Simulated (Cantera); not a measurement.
A Cantera script and its output.

```python
import numpy as np
import cantera as ct

gas = ct.Solution("gri30.yaml")
gas.TPX = 1100, 840000, {'CH2O': 0.0022, 'O2': 0.03, 'N2': 1}
reactor = ct.IdealGasConstPressureReactor(gas, energy="off", clone=False)
net = ct.ReactorNet([reactor])
net.rtol, net.atol = 1e-08, 1e-18
show = ['CH2O', 'O2', 'NO', 'CH3', 'CO', 'CH4', 'HCO']
times = np.geomspace(1e-06, 10, 10)

steps = ct.SolutionArray(gas, extra=["t"])
rows = []
print(f"{'t/s':>10s}{'T/K':>9s}{'P/Pa':>11s}" + "".join(f"{s:>11s}" for s in show))
for t in times:
    while net.time < t:
        t_next = net.step()
        steps.append(gas.state, t=t_next)
    rows.append([np.interp(t, steps.t, y) for y in (steps.T, steps.P, *steps(*show).X.T)])
    print(f"{t:10.3e}{rows[-1][0]:9.1f}{rows[-1][1]:11.4g}" + "".join(f"{x:11.3e}" for x in rows[-1][2:]))
rate = np.gradient(steps.T, steps.t)
print("integrator steps:", len(steps.t))
if steps.T.max() > steps.T[0] + 200:
    print(f"time of steepest temperature rise: {steps.t[rate.argmax()]:.4e} s")
gas.TPX = 1100, 840000, {'CH2O': 0.0022, 'O2': 0.03, 'N2': 1}
gas.equilibrate("TP")
print(f"equilibrium (TP): T = {gas.T:.1f} K  " + "  ".join(f"{s} {gas[s].X[0]:.3e}" for s in show))
```

It prints:

```
       t/s      T/K       P/Pa       CH2O         O2         NO        CH3         CO        CH4        HCO
 1.000e-06   1100.0    8.4e+05  2.131e-03  2.906e-02  4.666e-22  4.843e-19  6.838e-09  2.344e-21  2.029e-10
 5.995e-06   1100.0    8.4e+05  2.131e-03  2.906e-02  1.365e-20  8.405e-18  4.578e-08  3.186e-19  2.207e-10
 3.594e-05   1100.0    8.4e+05  2.131e-03  2.906e-02  1.614e-19  1.565e-16  3.308e-07  3.199e-17  3.048e-10
 2.154e-04   1100.0    8.4e+05  2.126e-03  2.906e-02  6.988e-18  8.210e-15  5.144e-06  8.085e-15  1.338e-09
 1.292e-03   1100.0    8.4e+05  1.450e-03  2.865e-02  1.135e-14  6.419e-13  6.767e-04  5.149e-12  3.940e-08
 7.743e-03   1100.0    8.4e+05  6.512e-07  2.790e-02  1.360e-12  1.436e-14  1.906e-03  5.885e-12  6.660e-12
 4.642e-02   1100.0    8.4e+05  4.479e-11  2.778e-02  7.550e-12  5.586e-15  1.700e-03  2.382e-12  1.511e-13
 2.783e-01   1100.0    8.4e+05  5.257e-14  2.748e-02  8.435e-11  1.774e-16  1.114e-03  7.337e-14  3.970e-14
 1.668e+00   1100.0    8.4e+05  1.506e-15  2.704e-02  4.394e-10  1.025e-21  2.223e-04  3.697e-19  1.781e-15
 1.000e+01   1100.0    8.4e+05  1.233e-20  2.693e-02  2.428e-09  5.891e-29  1.648e-06  1.433e-27  2.264e-19
integrator steps: 1816
equilibrium (TP): T = 1100.0 K  CH2O 1.551e-28  O2 2.691e-02  NO 3.393e-05  CH3 8.836e-45  CO 6.026e-12  CH4 1.312e-43  HCO 1.539e-26
```

Cantera simulation using GRI-Mech 3.0 (53 species, 325 reactions); the numbers are that mechanism's predictions, not measurements.
